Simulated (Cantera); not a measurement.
An adiabatic, constant-pressure homogeneous reactor starts with CO : H₂ : CH₄ : O₂ : N₂ = 1 : 0.81 : 0.71 : 3.18 : 12 (molar parts), equivalence ratio 0.73, at 950 K and 23.0 bar.

Model: GRI-Mech 3.0 (53 species, 325 reactions), integrated in Cantera. The pressure lies above the range GRI-Mech 3.0 was tuned for (to about 10 atm). Below about 1000 K GRI-Mech 3.0 lacks low-temperature oxidation paths.

Question: Predict: time of steepest temperature rise; temperature at 2.00 s; equilibrium temperature; x(CO) at 2.00 s; x(H₂) at 2.00 s; x(HCO) at 2.00 s.

Answer: 
- time of steepest temperature rise: 21.6 ms
- temperature at 2.00 s: 2467 K
- equilibrium temperature: 2467 K
- x(CO) at 2.00 s: 0.00297 (gas-phase equilibrium 0.00297)
- x(H₂) at 2.00 s: 0.000639 (gas-phase equilibrium 0.000639)
- x(HCO) at 2.00 s: 1.17e-9 (gas-phase equilibrium 1.17e-9)
